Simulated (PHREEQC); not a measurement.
PHREEQC input (ion-association model, phreeqc.dat):

```
SOLUTION 1
  temp 25
  units mol/kgw
  pH 7 charge
  Cl 0.059
  Na 0.059
END
SELECTED_OUTPUT 1
  -reset false
  -pH true
  -pe true
  -ionic_strength true
  -water true
  -totals Cl Na Oxg
  -molalities H+ Na+ Cl- OH- NaOH
  -saturation_indices Halite
USER_PUNCH 1
  -headings p_Oxg(g) phi_Oxg(g) p_H2O(g) phi_H2O(g) density
  10 PUNCH PR_P("Oxg(g)"), PR_PHI("Oxg(g)"), PR_P("H2O(g)"), PR_PHI("H2O(g)"), RHO
PRINT
  -reset false
USE solution 1
REACTION_TEMPERATURE 1
  10
GAS_PHASE 1
  -fixed_pressure
  -pressure 100
  -temperature 10
  -volume 20
  Oxg(g) 100
  H2O(g) 0
END
# ... the last block is repeated for the other 8 points of T (°C)
```

Selected output (columns that matter, 9 of 9 rows; T (°C) added in front):

```
T (°C)	pH	mu	Cl	Na	Oxg	m_H+	m_Na+	m_Cl-	si_Halite	p_Oxg(g)	phi_Oxg(g)	p_H2O(g)	phi_H2O(g)	density
10	7.2344	0.059033	0.059033	0.059033	0.13531	6.8524e-08	0.059033	0.059033	-4.2146	99.967	0.90492	0.03324	0.39729	1.0074
20	7.0517	0.059055	0.059055	0.059055	0.11186	1.0461e-07	0.059055	0.059055	-4.2228	99.943	0.91736	0.057431	0.43415	1.0054
30	6.8864	0.059088	0.059087	0.059087	0.095922	1.5343e-07	0.059087	0.059087	-4.2314	99.904	0.92836	0.095853	0.46898	1.0025
40	6.7367	0.059136	0.059136	0.059136	0.084899	2.1717e-07	0.059136	0.059136	-4.2403	99.845	0.9381	0.15495	0.50172	0.99895
50	6.601	0.059205	0.059205	0.059205	0.077242	2.9778e-07	0.059205	0.059205	-4.2491	99.757	0.94676	0.24319	0.53233	0.99469
60	6.4777	0.059302	0.059302	0.059302	0.071986	3.9683e-07	0.059302	0.059302	-4.2578	99.629	0.95448	0.37144	0.5608	0.98985
70	6.3657	0.059436	0.059436	0.059436	0.068515	5.1542e-07	0.059436	0.059436	-4.2661	99.447	0.96138	0.55325	0.58713	0.98447
80	6.2639	0.059617	0.059616	0.059616	0.066426	6.5402e-07	0.059616	0.059616	-4.274	99.195	0.96755	0.80517	0.61135	0.97858
90	6.1715	0.059856	0.059855	0.059855	0.065449	8.1244e-07	0.059855	0.059855	-4.2813	98.853	0.9731	1.147	0.63347	0.97223
```

Away from 25 °C the constants follow the database's enthalpies or fits; those with neither stay at their 25 °C values.
